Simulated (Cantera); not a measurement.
## Adiabatic ignition

An adiabatic, constant-volume homogeneous reactor starts with C2H4 : O2 : N2 : H2O = 1 : 2.73 : 10.3 : 0.036 (molar parts), at 1025 K and 233 Torr.

Model: GRI-Mech 3.0 (53 species, 325 reactions), integrated in Cantera. GRI-Mech 3.0 was tuned for natural gas; its chemistry of ethylene as a main component is partial and can be far from experiment.

```json
[
 {"t (s)": "2.00e-6", "T (K)": "1025", "P (bar)": "0.310", "x C2H4": "0.0711", "x O2": "0.194", "x N2O": "<1e-12", "x H2O2": "<1e-12", "x CH2": "<1e-12", "x HCN": "<1e-12", "x CO2": "<1e-12"},
 {"t (s)": "7.29e-6", "T (K)": "1025", "P (bar)": "0.310", "x C2H4": "0.0711", "x O2": "0.194", "x N2O": "<1e-12", "x H2O2": "<1e-12", "x CH2": "<1e-12", "x HCN": "<1e-12", "x CO2": "<1e-12"},
 {"t (s)": "2.65e-5", "T (K)": "1025", "P (bar)": "0.310", "x C2H4": "0.0711", "x O2": "0.194", "x N2O": "<1e-12", "x H2O2": "<1e-12", "x CH2": "<1e-12", "x HCN": "<1e-12", "x CO2": "<1e-12"},
 {"t (s)": "9.67e-5", "T (K)": "1025", "P (bar)": "0.310", "x C2H4": "0.0711", "x O2": "0.194", "x N2O": "<1e-12", "x H2O2": "<1e-12", "x CH2": "<1e-12", "x HCN": "<1e-12", "x CO2": "<1e-12"},
 {"t (s)": "0.000352", "T (K)": "1025", "P (bar)": "0.310", "x C2H4": "0.0711", "x O2": "0.194", "x N2O": "<1e-12", "x H2O2": "<1e-12", "x CH2": "<1e-12", "x HCN": "<1e-12", "x CO2": "<1e-12"},
 {"t (s)": "0.00128", "T (K)": "1025", "P (bar)": "0.310", "x C2H4": "0.0711", "x O2": "0.194", "x N2O": "<1e-12", "x H2O2": "<1e-12", "x CH2": "<1e-12", "x HCN": "<1e-12", "x CO2": "<1e-12"},
 {"t (s)": "0.00468", "T (K)": "1025", "P (bar)": "0.310", "x C2H4": "0.0711", "x O2": "0.194", "x N2O": "<1e-12", "x H2O2": "<1e-12", "x CH2": "<1e-12", "x HCN": "<1e-12", "x CO2": "<1e-12"},
 {"t (s)": "0.0170", "T (K)": "1025", "P (bar)": "0.310", "x C2H4": "0.0711", "x O2": "0.194", "x N2O": "<1e-12", "x H2O2": "<1e-12", "x CH2": "<1e-12", "x HCN": "<1e-12", "x CO2": "<1e-12"},
 {"t (s)": "0.0620", "T (K)": "2806", "P (bar)": "0.906", "x C2H4": "<1e-12", "x O2": "0.0174", "x N2O": "4.95e-7", "x H2O2": "1.63e-7", "x CH2": "<1e-12", "x HCN": "2.74e-9", "x CO2": "0.0593"},
 {"t (s)": "0.226", "T (K)": "2806", "P (bar)": "0.906", "x C2H4": "<1e-12", "x O2": "0.0174", "x N2O": "4.95e-7", "x H2O2": "1.63e-7", "x CH2": "<1e-12", "x HCN": "2.74e-9", "x CO2": "0.0593"},
 {"t (s)": "0.823", "T (K)": "2806", "P (bar)": "0.906", "x C2H4": "<1e-12", "x O2": "0.0174", "x N2O": "4.95e-7", "x H2O2": "1.63e-7", "x CH2": "<1e-12", "x HCN": "2.74e-9", "x CO2": "0.0593"},
 {"t (s)": "3.00", "T (K)": "2806", "P (bar)": "0.906", "x C2H4": "<1e-12", "x O2": "0.0174", "x N2O": "4.95e-7", "x H2O2": "1.63e-7", "x CH2": "<1e-12", "x HCN": "2.74e-9", "x CO2": "0.0593"}
]
```
x: mole fraction; the columns are a selection and need not sum to one.

| Property | Value |
|---|---|
| time of steepest temperature rise | 48.2 ms |
| temperature at 3.00 s | 2806 K |
| equilibrium temperature | 2806 K |
| x(C2H4) at 3.00 s | <1e-12 (gas-phase equilibrium <1e-12) |
| x(O2) at 3.00 s | 0.0174 (gas-phase equilibrium 0.0174) |
| x(N2O) at 3.00 s | 4.95e-7 (gas-phase equilibrium 4.95e-7) |
